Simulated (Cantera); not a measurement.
What does this Cantera script print?

```python
import numpy as np
import cantera as ct

gas = ct.Solution("gri30.yaml")
gas.TPX = 648, 101325, {'CH4': 1, 'C2H6': 0.065, 'O2': 2.02, 'N2': 7.61}
inlet = ct.Reservoir(gas, clone=True)
gas.equilibrate("HP")  # start burning
reactor = ct.IdealGasConstPressureReactor(gas, energy="on", clone=False)
exhaust = ct.Reservoir(gas, clone=True)
tau = [0.024, 0.011, 0.005, 0.0023, 0.0011, 0.00048, 0.00022, 0.0001, 4.6e-05][0]
for a, b in ((inlet, reactor), (reactor, exhaust)):
    ct.MassFlowController(a, b, mdot=lambda t: reactor.mass / tau)
net = ct.ReactorNet([reactor])
show = ['CH4', 'C2H6', 'O2', 'CH2', 'HCN']

rows = []
print(f"{'tau/s':>10s}{'T/K':>9s}" + "".join(f"{s:>11s}" for s in show))
for tau in [0.024, 0.011, 0.005, 0.0023, 0.0011, 0.00048, 0.00022, 0.0001, 4.6e-05]:
    net.initial_time = 0.0
    net.advance(30 * tau)
    before = gas.X
    net.advance(40 * tau)
    drift = np.max(np.abs(gas.X - before) / (gas.X + 1e-9))
    rows.append([gas.T, *gas[show].X, drift])
    print(f"{tau:10.3e}{gas.T:9.1f}" + "".join(f"{x:11.3e}" for x in gas[show].X))
```

It prints:

```
     tau/s      T/K        CH4       C2H6         O2        CH2        HCN
 2.400e-02   2372.9  6.909e-06  4.876e-08  3.565e-03  4.826e-07  1.219e-06
 1.100e-02   2351.1  1.243e-05  1.042e-07  4.534e-03  8.615e-07  1.635e-06
 5.000e-03   2318.5  2.196e-05  2.220e-07  5.930e-03  1.454e-06  1.993e-06
 2.300e-03   2275.9  3.856e-05  4.612e-07  7.702e-03  2.330e-06  2.276e-06
 1.100e-03   2227.5  6.750e-05  9.153e-07  9.685e-03  3.582e-06  2.557e-06
 4.800e-04   2167.6  1.334e-04  1.988e-06  1.223e-02  5.898e-06  3.061e-06
 2.200e-04   2109.6  2.715e-04  4.256e-06  1.511e-02  9.930e-06  4.007e-06
 1.000e-04   2048.5  6.214e-04  9.995e-06  1.945e-02  1.857e-05  6.106e-06
 4.600e-05   1958.8  1.945e-03  3.183e-05  2.976e-02  4.273e-05  1.159e-05
```

Computed with Cantera and GRI-Mech 3.0 (53 species, 325 reactions).
